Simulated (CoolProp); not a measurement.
The fluid at 293.15 K and 5.26 MPa (liquid) is heated at constant pressure to 459.4 K. The same conditions are run with several fluids, on thermodynamics alone (safety and materials aside).

Model: reference Helmholtz-energy equation of state of each fluid (isohexane: Lemmon 2006; the fluoroketone C6F12O (FK-5-1-12): McLinden 2015; c-C4F8 (RC318): Platzer 1990; decamethyltetrasiloxane (MD2M): Thol 2017), in CoolProp. The equations of Platzer and Polt are older, rougher fits.

```
fluid                                heat (kJ/kg)    final phase  final density (kg/m³)
-----------------------------------  ------------  -------------  ---------------------
isohexane                                     ___         liquid                    ___
the fluoroketone C6F12O (FK-5-1-12)           ___  supercritical                    ___
c-C4F8 (RC318)                                ___  supercritical                    ___
decamethyltetrasiloxane (MD2M)                ___         liquid                    ___
```

Task: What belongs in the gaps?

Result: 
- isohexane, heat (kJ/kg): 436
- isohexane, final density (kg/m³): 480
- the fluoroketone C6F12O (FK-5-1-12), heat (kJ/kg): 195
- the fluoroketone C6F12O (FK-5-1-12), final density (kg/m³): 1040
- c-C4F8 (RC318), heat (kJ/kg): 224
- c-C4F8 (RC318), final density (kg/m³): 437
- decamethyltetrasiloxane (MD2M), heat (kJ/kg): 315
- decamethyltetrasiloxane (MD2M), final density (kg/m³): 701
